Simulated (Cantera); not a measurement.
Mixture: 5.80 % CH4, 0.813 % CO, 17.9 % O2, 67.3 % N2, 8.13 % CO2, at 0.350 bar, adiabatic and at constant pressure. Ignition delay is the time to a rise of 400 K.

Detailed kinetics in Cantera: GRI-Mech 3.0 (53 species, 325 reactions).

Question: Predict: delay at 1200 K; delay at 1300 K; delay at 1400 K; delay at 1500 K; delay at 1600 K; delay at 1700 K; delay at 1800 K; apparent activation energy between 1600 and 1800 K.

Answer: 
```json
{
  "delay at 1200 K": "0.101 s",
  "delay at 1300 K": "24.2 ms",
  "delay at 1400 K": "7.13 ms",
  "delay at 1500 K": "2.61 ms",
  "delay at 1600 K": "1.15 ms",
  "delay at 1700 K": "0.574 ms",
  "delay at 1800 K": "0.315 ms",
  "apparent activation energy between 1600 and 1800 K": "150 kJ/mol"
}
```
